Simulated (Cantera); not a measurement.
Premixed flame

A freely propagating, adiabatic, planar premixed flame of 6.93 % CH4, 19.6 % O2, 73.5 % N2, equivalence ratio 0.71, unburnt at 300 K and 100.0 Torr; mixture-averaged transport, grid criteria slope 0.08 and curve 0.16, no radiation.

Cantera simulation using GRI-Mech 3.0 (53 species, 325 reactions); the numbers are that mechanism's predictions, not measurements. Burning velocities carry a grid error of a few per cent, more on coarse grids.

| z (mm) | T (K) | u (m/s) | x CH4 | x O2 | x NO | x H2O | x HCO | x O |
|---|---|---|---|---|---|---|---|---|
| -8.78 | 300 | 0.410 | 0.0693 | 0.196 | <1e-8 | 3.72e-6 | <1e-8 | <1e-8 |
| -5.85 | 300 | 0.411 | 0.0693 | 0.195 | <1e-8 | 5.50e-5 | <1e-8 | <1e-8 |
| -4.39 | 303 | 0.415 | 0.0690 | 0.195 | <1e-8 | 0.000347 | <1e-8 | <1e-8 |
| -2.93 | 340 | 0.467 | 0.0670 | 0.193 | <1e-8 | 0.00440 | <1e-8 | 8.10e-8 |
| -1.46 | 690 | 0.957 | 0.0492 | 0.168 | 1.78e-7 | 0.0389 | 1.09e-7 | 9.73e-6 |
| -0.732 | 1049 | 1.47 | 0.0282 | 0.135 | 4.32e-7 | 0.0733 | 3.89e-6 | 0.000126 |
| 0 | 1386 | 1.94 | 0.00752 | 0.0972 | 8.64e-7 | 0.107 | 2.69e-5 | 0.00115 |
| 0.732 | 1519 | 2.13 | 0.000710 | 0.0756 | 1.38e-6 | 0.121 | 9.13e-6 | 0.00389 |
| 1.46 | 1555 | 2.18 | 3.80e-5 | 0.0679 | 1.79e-6 | 0.124 | 6.71e-7 | 0.00540 |
| 2.93 | 1595 | 2.22 | 1.39e-7 | 0.0633 | 2.43e-6 | 0.124 | <1e-8 | 0.00579 |
| 5.85 | 1645 | 2.28 | <1e-8 | 0.0608 | 3.41e-6 | 0.125 | <1e-8 | 0.00518 |
| 11.7 | 1705 | 2.36 | <1e-8 | 0.0594 | 4.74e-6 | 0.128 | <1e-8 | 0.00390 |
| 23.4 | 1763 | 2.43 | <1e-8 | 0.0582 | 6.38e-6 | 0.132 | <1e-8 | 0.00247 |
x: mole fraction of selected species; z is measured from the peak of heat release.

The laminar burning velocity comes out as 41.0 cm/s. The thermal thickness is 2.93 mm, the peak x(HCO) comes out as 2.74e-5 and the peak x(O) comes out as 0.00581. The grid points is 148.
